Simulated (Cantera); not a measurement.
A freely propagating, adiabatic, planar premixed flame of 12.0 % CH4, 20.0 % O2, 59.8 % N2, 8.25 % H2O, unburnt at 500 K and 10.0 bar; mixture-averaged transport, grid criteria slope 0.08 and curve 0.16, no radiation.

Cantera simulation using GRI-Mech 3.0 (53 species, 325 reactions); the numbers are that mechanism's predictions, not measurements. Burning velocities carry a grid error of a few per cent, more on coarse grids.

**Question.** Predict: laminar burning velocity; thermal thickness; peak x(O); peak x(H).

**Answer.** 
```json
{
  "laminar_burning_velocity": "36.0 cm/s",
  "thermal_thickness": "0.0791 mm",
  "peak x(O)": "0.000236",
  "peak x(H)": "0.00262"
}
```
